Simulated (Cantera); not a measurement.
Gas-phase reforming

An isothermal, constant-pressure homogeneous reactor starts with 62.9 % CH₄, 37.1 % CO₂, at 1500 K and 20300 Torr.

Model: GRI-Mech 3.0 (53 species, 325 reactions), integrated in Cantera. GRI-Mech 3.0 stops at C3 and has no aromatics, soot or wall deposition, so with more carbon than oxygen in the feed, carbon stays in small species such as C2H2 where larger ones or solid carbon would form. The pressure lies above the range GRI-Mech 3.0 was tuned for (to about 10 atm).

| t (s) | x CH₄ | x CO₂ | x H | x H₂ | x HCO |
|---|---|---|---|---|---|
| 0.000200 | 0.628 | 0.371 | 1.17e-8 | 0.000582 | 8.11e-12 |
| 0.000469 | 0.626 | 0.371 | 1.77e-8 | 0.00150 | 1.73e-11 |
| 0.00110 | 0.622 | 0.371 | 3.59e-8 | 0.00419 | 2.89e-11 |
| 0.00257 | 0.611 | 0.369 | 8.64e-8 | 0.0123 | 3.69e-11 |
| 0.00602 | 0.585 | 0.363 | 1.98e-7 | 0.0328 | 4.63e-11 |
| 0.0141 | 0.532 | 0.347 | 4.12e-7 | 0.0736 | 1.50e-10 |
| 0.0331 | 0.447 | 0.310 | 7.59e-7 | 0.126 | 9.56e-10 |
| 0.0775 | 0.350 | 0.230 | 1.11e-6 | 0.146 | 4.45e-9 |
| 0.181 | 0.280 | 0.137 | 1.20e-6 | 0.134 | 9.15e-9 |
| 0.425 | 0.266 | 0.105 | 1.27e-6 | 0.138 | 1.19e-8 |
| 0.996 | 0.273 | 0.0926 | 1.34e-6 | 0.155 | 1.44e-8 |
| 2.33 | 0.275 | 0.0745 | 1.46e-6 | 0.183 | 1.84e-8 |
| 5.47 | 0.264 | 0.0531 | 1.61e-6 | 0.225 | 2.34e-8 |
| 12.8 | 0.239 | 0.0335 | 1.79e-6 | 0.277 | 2.88e-8 |
| 30.0 | 0.206 | 0.0183 | 1.97e-6 | 0.333 | 3.38e-8 |
x: mole fraction; the columns are a selection and need not sum to one.

Equilibrium at this temperature and pressure: CH₄ 0.144, CO₂ 0.000278, H 2.23e-6, H₂ 0.428, HCO 4.12e-8 (gas phase only).
